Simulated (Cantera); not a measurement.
Cantera run:

```python
import numpy as np
import cantera as ct

gas_names = [...]  # 47 gases of nasa_gas.yaml made of Cl, H, N, O, Si
cond_names = """
    H2O(s) H2O(L) NH4CL(a) NH4CL(b) Si(cr) Si(L) SiO2(Lqz) SiO2(hqz) SiO2(L) Si2N2O(s) Si3N4(a)
""".split()


# ... load() reads the species with a 1 bar reference pressure and builds the phases ...
atoms = {
    'SiH2Cl2': {'Si': 1, 'H': 2, 'CL': 2},
    'H2O': {'H': 2, 'O': 1},
    'N2': {'N': 2},
    'O2': {'O': 2},
}
top_T = {'Si2N2O(s)': 2100, 'Si3N4(a)': 2400}  # K; cautious upper limits of use, not melting points


# ... equilibrate(T, P, feed) seeds the gas with the atoms and calls Mixture.equilibrate('TP', solver="vcs", rtol=1e-11, max_steps=5000) ...
results = []
feed = {'SiH2Cl2': 1, 'H2O': 5, 'N2': 1.5, 'O2': 0.1}  # mol
P = 100000  # Pa
for T in [1200, 1300, 1400, 1500, 1600, 1700, 1800, 1900, 2000, 2100]:
    mix = equilibrate(T, P, feed)
    results.append((T, P, feed, dict(zip(mix.species_names, mix.species_moles))))

top = {s: max(r[3][s] / sum(r[3][g] for g in gas_names) for r in results) for s in gas_names}
cols = sorted((s for s in top if top[s] > 0.0001), key=lambda s: -top[s])[:8]
seen = [c for c in cond_names if any(r[3].get(c, 0) > 1e-12 for r in results)]
print("log10 of partial pressures in bar; condensed amounts in mol")
print(f"{'T/K':>10s}" + "".join(f"{s[:9]:>10s}" for s in cols + seen))
for T, P, feed, n in results:
    ng = sum(n[g] for g in gas_names)
    print(f"{T:10.4g}" + "".join(f"{np.log10(max(n[s] / ng * P / 1e5, 1e-99)):10.3f}" for s in cols)
          + "".join(f"{n.get(c, 0):10.4g}" for c in seen))
```

It prints:

```
log10 of partial pressures in bar; condensed amounts in mol
       T/K       H2O       HCL        H2        N2         H        CL        OH       SiO SiO2(hqz)   SiO2(L)
      1200    -0.424    -0.628    -0.674    -0.753    -7.042    -7.058    -8.890   -13.757         1         0
      1300    -0.424    -0.628    -0.674    -0.753    -6.293    -6.321    -7.927   -11.927         1         0
      1400    -0.424    -0.628    -0.674    -0.753    -5.650    -5.689    -7.102   -10.364         1         0
      1500    -0.424    -0.628    -0.674    -0.753    -5.091    -5.139    -6.386    -9.016         1         0
      1600    -0.424    -0.628    -0.674    -0.753    -4.602    -4.658    -5.759    -7.841         1         0
      1700    -0.424    -0.629    -0.674    -0.753    -4.169    -4.232    -5.206    -6.809         0         1
      1800    -0.424    -0.629    -0.674    -0.753    -3.783    -3.854    -4.714    -5.909         0         1
      1900    -0.424    -0.629    -0.674    -0.753    -3.438    -3.515    -4.273    -5.108         0    0.9999
      2000    -0.425    -0.630    -0.675    -0.754    -3.126    -3.209    -3.877    -4.392         0    0.9997
      2100    -0.425    -0.631    -0.675    -0.754    -2.844    -2.933    -3.518    -3.749         0    0.9985
```

These are equilibrium values from Cantera (NASA tables, ideal gas, pure condensed phases), not measurements of a reactor. The tables hold silica as quartz up to 1696 K and as liquid above; real silica turns to tridymite and cristobalite and melts near 1996 K. Gases not in the tables: Si(OH)4.
